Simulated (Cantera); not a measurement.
An isothermal, constant-pressure homogeneous reactor starts with NH₃ : H₂ = 1 : 12 (molar parts), at 2125 K and 48.8 Torr. Integrator tolerance rtol = 1e-08.

Detailed kinetics in Cantera: the gas-phase N/H chemistry of the illustrative SiF4/NH3 mechanism in the Surface Chemkin manual (1991). Walls and surfaces, which speed up NH3 decomposition in real reactors, are not modelled.

Question: What does this change do: temperature 2125 to 1550 K?

Answer: 
```csv
quantity,before,after
x(NH₃) at 100 s,2.06e-7 (gas-phase equilibrium 1.87e-7),0.0591 (gas-phase equilibrium 6.14e-7)
x(H₂) at 100 s,0.951 (gas-phase equilibrium 0.951),0.933 (gas-phase equilibrium 0.964)
x(N₂H₄) at 100 s,<1e-12 (gas-phase equilibrium <1e-12),5.17e-10 (gas-phase equilibrium <1e-12)
x(NH) at 100 s,3.75e-9 (gas-phase equilibrium 3.40e-9),9.12e-8 (gas-phase equilibrium 1.91e-12)
x(H) at 100 s,0.0140 (gas-phase equilibrium 0.0140),8.33e-5 (gas-phase equilibrium 0.000122)
```
